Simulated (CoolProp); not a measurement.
Nitrogen along the isobar 13400 kPa: Z from the reference equation and from simpler models built on Tc = -147.0 °C, pc = 3396 kPa, ω = 0.037; each cubic takes its own stable root.

The numbers come from the reference Helmholtz-energy equation of state, Span 2000 in CoolProp.

| T (°C) | phase | reference | van der Waals | Redlich-Kwong | Soave-Redlich-Kwong | Peng-Robinson |
|---|---|---|---|---|---|---|
| -191.65 | liquid | 0.6757 | 0.9473 | 0.6659 | 0.6688 | 0.5954 |
| -173.65 | liquid | 0.6069 | 0.8303 | 0.6037 | 0.6041 | 0.5380 |
| -155.65 | liquid | 0.5757 | 0.7619 | 0.5824 | 0.5819 | 0.5204 |
| -137.65 | supercritical | 0.5799 | 0.7277 | 0.5980 | 0.5997 | 0.5420 |
| -119.65 | supercritical | 0.6273 | 0.7223 | 0.6509 | 0.6604 | 0.6063 |
| -101.65 | supercritical | 0.7124 | 0.7424 | 0.7282 | 0.7487 | 0.6967 |
| -83.65 | supercritical | 0.7995 | 0.7807 | 0.8034 | 0.8318 | 0.7809 |
| -65.65 | supercritical | 0.8679 | 0.8250 | 0.8631 | 0.8958 | 0.8464 |
| -47.55 | supercritical | 0.9181 | 0.8661 | 0.9077 | 0.9426 | 0.8955 |
| -29.55 | supercritical | 0.9545 | 0.9001 | 0.9405 | 0.9764 | 0.9317 |
| -11.55 | supercritical | 0.9812 | 0.9274 | 0.9649 | 1.001 | 0.9590 |
| 6.45 | supercritical | 1.001 | 0.9491 | 0.9832 | 1.019 | 0.9797 |
| 24.45 | supercritical | 1.016 | 0.9665 | 0.9972 | 1.033 | 0.9957 |
